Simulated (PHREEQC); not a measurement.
Make-up at 30 °C: 150 mmol/kgw NaCl, 9.1 mmol/kgw K2SO4 and 15 mmol/kgw KBr. Closed to the air; pH follows from the charge balance.

Model: Pitzer model, pitzer.dat, run in PHREEQC.

```yaml
ionic_strength: 0.192 mol/kgw
activity_of_water: 0.994
specific_conductance: 20900 µS/cm
density: 1.004 g/cm³
osmotic_coefficient: 0.912
```

| species | molality | activity | log γ |
|---|---|---|---|
| Cl- | 0.150 | 0.108 | -0.143 |
| Na+ | 0.150 | 0.111 | -0.130 |
| K+ | 0.0332 | 0.0240 | -0.141 |
| Br- | 0.0150 | 0.0109 | -0.140 |
| SO4-2 | 0.00910 | 0.00204 | -0.649 |
| OH- | 1.82e-7 | 1.29e-7 | -0.148 |
| H+ | 1.47e-7 | 1.13e-7 | -0.114 |
| HSO4- | 3.50e-8 | 2.52e-8 | -0.142 |

This is a speciation only: nothing precipitates in the calculation.
